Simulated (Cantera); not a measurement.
Cantera run, input and output.

```python
import numpy as np
import cantera as ct

gas = ct.Solution("gri30.yaml")


def delay(T, t_max=10):
    gas.TPX = T, 3000000, {'CH4': 1, 'C2H6': 0.086, 'C3H8': 0.42, 'O2': 8.46, 'N2': 31.8, 'H2O': 3.7}
    reactor = ct.IdealGasReactor(gas, clone=False)
    net = ct.ReactorNet([reactor])
    net.rtol, net.atol = 1e-8, 1e-16
    while net.time < t_max:
        t_old, T_old = net.time, reactor.T
        net.step()
        if reactor.T > T + 400:  # ignition: a rise of 400 K
            return t_old + (T + 400 - T_old) / (reactor.T - T_old) * (net.time - t_old)
    return np.nan


taus = []
for T in [1100, 1200, 1300, 1400, 1500, 1600, 1700, 1800, 1900, 2000]:
    taus.append(delay(T))
    print(f"T0 = {T:6g} K   tau = {taus[-1]:.4e} s")
```

It prints:

```
T0 =   1100 K   tau = 2.0352e-03 s
T0 =   1200 K   tau = 4.9089e-04 s
T0 =   1300 K   tau = 1.3079e-04 s
T0 =   1400 K   tau = 3.9030e-05 s
T0 =   1500 K   tau = 1.3487e-05 s
T0 =   1600 K   tau = 5.4629e-06 s
T0 =   1700 K   tau = 2.5691e-06 s
T0 =   1800 K   tau = 1.3758e-06 s
T0 =   1900 K   tau = 8.2189e-07 s
T0 =   2000 K   tau = 5.3749e-07 s
```

Detailed kinetics in Cantera: GRI-Mech 3.0 (53 species, 325 reactions). GRI-Mech 3.0 was tuned for natural gas; its chemistry of propane as a main component is partial and can be far from experiment. The pressure lies above the range GRI-Mech 3.0 was tuned for (to about 10 atm).
